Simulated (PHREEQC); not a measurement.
A solution holds 0.026 mol/kgw LiOH, 7.2e-07 mol/kgw H4SiO4 and 0.15 mol/kgw K2CO3, at 25 °C. Closed to the air; pH follows from the charge balance.

The numbers come from PHREEQC with the ion-association model, wateq4f.dat.

Task: The ionic strength comes out as 0.475 mol/kgw. What activity coefficients do Li+, CO3-2, K+, HCO3-, OH- get?

Result: Li+ 0.71, CO3-2 0.23, K+ 0.65, HCO3- 0.70, OH- 0.64.

Precipitation was switched off in this run.
